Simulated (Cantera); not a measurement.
# Equilibrium for carbothermic reduction: SiO₂ + CO + N₂

Input: 1 mol SiO₂, 1.7 mol CO, 2.9 mol N₂, held at 5.50 bar.

Cantera equilibrium calculation (NASA polynomials, part measured and part estimated; ideal gas, pure solids and liquids). Candidate condensed phases: C, Si, SiC, SiO₂, Si₂N₂O, Si₃N₄; 34 gas species. Mutual solubility and eutectic melting of coexisting phases are not modelled. The tables hold silica as quartz up to 1696 K and as liquid above; real silica turns to tridymite and cristobalite and melts near 1996 K. Rates play no part.

| T (K) | x N₂ | x CO | x SiO | x CO₂ | x SiO₂ | x NO | x O | n SiO₂(condensed) | n Si₂N₂O(s) | n SiO₂(l) |
|---|---|---|---|---|---|---|---|---|---|---|
| 1748 | 0.630 | 0.369 | 7.77e-5 | 0.000184 | 3.13e-10 | 1.70e-10 | <1e-12 | 0.999 | 0.000163 | 0 |
| 1798 | 0.630 | 0.369 | 0.000193 | 0.000193 | 9.48e-10 | 3.61e-10 | 2.28e-12 | 0.999 | 0 | 0 |
| 1848 | 0.630 | 0.369 | 0.000302 | 0.000302 | 2.70e-9 | 1.11e-9 | 9.41e-12 | 0.999 | 0 | 0 |
| 1898 | 0.630 | 0.369 | 0.000462 | 0.000462 | 7.25e-9 | 3.20e-9 | 3.59e-11 | 0.998 | 0 | 0 |
| 1948 | 0.630 | 0.369 | 0.000691 | 0.000691 | 1.85e-8 | 8.72e-9 | 1.28e-10 | 0.997 | 0 | 0 |
| 1998 | 0.630 | 0.368 | 0.00101 | 0.00101 | 4.49e-8 | 2.26e-8 | 4.28e-10 | 0 | 0 | 0.995 |
| 2048 | 0.630 | 0.368 | 0.00145 | 0.00145 | 1.04e-7 | 5.59e-8 | 1.34e-9 | 0 | 0 | 0.993 |
| 2098 | 0.629 | 0.367 | 0.00204 | 0.00204 | 2.32e-7 | 1.32e-7 | 4.00e-9 | 0 | 0 | 0.991 |
| 2148 | 0.629 | 0.366 | 0.00283 | 0.00283 | 4.96e-7 | 3.00e-7 | 1.13e-8 | 0 | 0 | 0.987 |
| 2198 | 0.628 | 0.364 | 0.00385 | 0.00385 | 1.02e-6 | 6.56e-7 | 3.05e-8 | 0 | 0 | 0.982 |
| 2248 | 0.627 | 0.362 | 0.00517 | 0.00517 | 2.05e-6 | 1.38e-6 | 7.86e-8 | 0 | 0 | 0.976 |
x: gas mole fraction; n: condensed amount in mol.

At 1748 K the condensed part is SiO₂(condensed) + Si₂N₂O(s). From 1798 K to 1948 K the condensed part is SiO₂(condensed). From 1998 K to 2248 K the condensed part is SiO₂(l). The main Si-bearing gas is SiO throughout. The share of Si in condensed phases is highest at 1748 K (100.0 %) and lowest at 2248 K (97.6 %).
